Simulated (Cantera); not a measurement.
An isothermal, constant-pressure homogeneous reactor starts with N2O : N2 = 1 : 7.2 (molar parts), at 1275 K and 0.0320 bar. Integrator tolerance rtol = 1e-08.

Cantera simulation using GRI-Mech 3.0 (53 species, 325 reactions); the numbers are that mechanism's predictions, not measurements. GRI-Mech 3.0 was tuned for natural gas; its chemistry of N2O as a main component is partial and can be far from experiment. Radical loss at walls, strong at low pressure, is not modelled. The mechanism lacks the step 2 NO + O2 → 2 NO2, which can matter for NO2 below about 1400 K. The temperature is held fixed by assumption; the heat of reaction is taken as removed at once.

Problem. What does this change do: pressure from 0.0320 bar to 0.210 bar?

Solution. 
```json
[
 {"quantity": "x(N2O) at 3.00 s", "before": "0.0962 (gas-phase equilibrium 2.53e-9)", "after": "0.0291 (gas-phase equilibrium 6.48e-9)"},
 {"quantity": "x(O2) at 3.00 s", "before": "0.0105 (gas-phase equilibrium 0.0574)", "after": "0.0380 (gas-phase equilibrium 0.0574)"},
 {"quantity": "x(NO) at 3.00 s", "before": "0.00332 (gas-phase equilibrium 0.000193)", "after": "0.0115 (gas-phase equilibrium 0.000193)"},
 {"quantity": "x(N2) at 3.00 s", "before": "0.890 (gas-phase equilibrium 0.942)", "after": "0.921 (gas-phase equilibrium 0.942)"},
 {"quantity": "x(O) at 3.00 s", "before": "5.44e-6 (gas-phase equilibrium 1.51e-7)", "after": "4.16e-6 (gas-phase equilibrium 5.87e-8)"}
]
```
